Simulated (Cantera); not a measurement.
Feed: 1 mol Pb, 1.5 mol CO, 8.4 mol H2, equilibrated at 650 °C and 1.00 bar.

These are equilibrium values from Cantera (NASA tables, ideal gas, pure condensed phases), not measurements of a reactor. Candidate condensed phases: C, C6H6, C7H8, C8H18, H2O, Pb, PbO, PbO2, Pb3O4; 113 gas species. The numbers say what is thermodynamically allowed, not how fast it happens.

Base state: H2 0.730, CH4 0.103, H2O 0.0872, CO 0.0642, CO2 0.0157 (mole fractions); condensed: Pb(l).

Q: What changes in the equilibrium state with this change: CO from 1.5 to 0.85 mol?

A: 
```
species     before    after
----------  ------  -------
H2           0.730    0.824
CH4          0.103   0.0749
H2O         0.0872   0.0703
CO          0.0642   0.0262
CO2         0.0157  0.00457
Pb(l), mol   1.000    1.000
```
